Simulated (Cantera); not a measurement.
## Ignition delay

Mixture: C2H4 : O2 : N2 : H2O = 1 : 4.05 : 12.2 : 0.51 (molar parts), at 1300000 Pa, adiabatic and at constant pressure. Ignition delay is the time to a rise of 400 K.

Detailed kinetics in Cantera: GRI-Mech 3.0 (53 species, 325 reactions). GRI-Mech 3.0 was tuned for natural gas; its chemistry of ethylene as a main component is partial and can be far from experiment. The pressure lies above the range GRI-Mech 3.0 was tuned for (to about 10 atm).

```json
[
 {"T0 (K)": "1275", "delay (ms)": "0.145"},
 {"T0 (K)": "1350", "delay (ms)": "0.0384"},
 {"T0 (K)": "1425", "delay (ms)": "0.0119"},
 {"T0 (K)": "1500", "delay (ms)": "0.00513"},
 {"T0 (K)": "1575", "delay (ms)": "0.00295"}
]
```

```
Quantity                                                Result
--------------------------------------------------  ----------
apparent activation energy between 1425 and 1575 K  170 kJ/mol
```
